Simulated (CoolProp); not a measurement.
Values from CoolProp's reference Helmholtz-energy equation of state, Akasaka 2022.

### Question
For R1233zd(E), give the phase and the cv (kJ/(kg K)), speed of sound (m/s), Joule-Thomson coefficient (K/MPa), isothermal compressibility (1/MPa) at 269.3 K and 1.34 bar.

### Answer
- 269.3 K and 1.34 bar: liquid; cv 0.783, speed of sound 805, Joule-Thomson coefficient -0.363, isothermal compressibility 0.00167
